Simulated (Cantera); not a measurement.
A freely propagating, adiabatic, planar premixed flame of CO : H2 : CH4 : O2 : N2 = 1 : 0.5 : 0.038 : 0.751 : 2.48 (molar parts), equivalence ratio 1.1, unburnt at 550 K and 1.00 bar; mixture-averaged transport, grid criteria slope 0.08 and curve 0.16, no radiation.

Model: GRI-Mech 3.0 (53 species, 325 reactions), integrated in Cantera. Burning velocities carry a grid error of a few per cent, more on coarse grids.

x: mole fraction of selected species; z is measured from the peak of heat release.

```json
[
 {"z (mm)": "-1.43", "T (K)": "550", "u (m/s)": "3.16", "x CO": "0.210", "x H2": "0.105", "x CH4": "0.00797", "x O2": "0.157", "x NO": "<1e-8", "x H2O": "<1e-8"},
 {"z (mm)": "-0.952", "T (K)": "550", "u (m/s)": "3.16", "x CO": "0.210", "x H2": "0.105", "x CH4": "0.00797", "x O2": "0.157", "x NO": "<1e-8", "x H2O": "<1e-8"},
 {"z (mm)": "-0.714", "T (K)": "550", "u (m/s)": "3.16", "x CO": "0.210", "x H2": "0.105", "x CH4": "0.00797", "x O2": "0.157", "x NO": "<1e-8", "x H2O": "4.35e-8"},
 {"z (mm)": "-0.476", "T (K)": "550", "u (m/s)": "3.16", "x CO": "0.210", "x H2": "0.104", "x CH4": "0.00797", "x O2": "0.158", "x NO": "<1e-8", "x H2O": "1.44e-6"},
 {"z (mm)": "-0.238", "T (K)": "566", "u (m/s)": "3.23", "x CO": "0.211", "x H2": "0.0983", "x CH4": "0.00801", "x O2": "0.158", "x NO": "<1e-8", "x H2O": "0.000615"},
 {"z (mm)": "-0.119", "T (K)": "___", "u (m/s)": "4.41", "x CO": "0.208", "x H2": "___", "x CH4": "0.00756", "x O2": "0.152", "x NO": "___", "x H2O": "___"},
 {"z (mm)": "0", "T (K)": "1253", "u (m/s)": "6.94", "x CO": "0.192", "x H2": "0.0413", "x CH4": "0.00260", "x O2": "0.115", "x NO": "9.91e-7", "x H2O": "0.0594"},
 {"z (mm)": "0.119", "T (K)": "1558", "u (m/s)": "8.53", "x CO": "0.158", "x H2": "0.0173", "x CH4": "4.96e-5", "x O2": "0.0701", "x NO": "5.23e-6", "x H2O": "0.0919"},
 {"z (mm)": "0.238", "T (K)": "1713", "u (m/s)": "9.25", "x CO": "0.130", "x H2": "0.0145", "x CH4": "3.08e-7", "x O2": "0.0523", "x NO": "1.13e-5", "x H2O": "0.0943"},
 {"z (mm)": "0.476", "T (K)": "1883", "u (m/s)": "10.0", "x CO": "0.106", "x H2": "0.0154", "x CH4": "<1e-8", "x O2": "0.0412", "x NO": "2.27e-5", "x H2O": "0.0937"},
 {"z (mm)": "0.952", "T (K)": "2047", "u (m/s)": "10.7", "x CO": "0.0986", "x H2": "0.0146", "x CH4": "<1e-8", "x O2": "0.0358", "x NO": "3.96e-5", "x H2O": "0.0996"},
 {"z (mm)": "1.90", "T (K)": "2204", "u (m/s)": "11.4", "x CO": "0.0926", "x H2": "0.0125", "x CH4": "<1e-8", "x O2": "0.0311", "x NO": "6.77e-5", "x H2O": "0.107"},
 {"z (mm)": "3.81", "T (K)": "2346", "u (m/s)": "12.0", "x CO": "___", "x H2": "___", "x CH4": "<1e-8", "x O2": "___", "x NO": "___", "x H2O": "0.114"}
]
```

Problem. Fill in the missing entries.

Solution. 
- -0.119, T (K): 784
- -0.119, x H2: 0.0788
- -0.119, x NO: 4.03e-8
- -0.119, x H2O: 0.0134
- 3.81, x CO: 0.0842
- 3.81, x H2: 0.0104
- 3.81, x O2: 0.0260
- 3.81, x NO: 0.000131
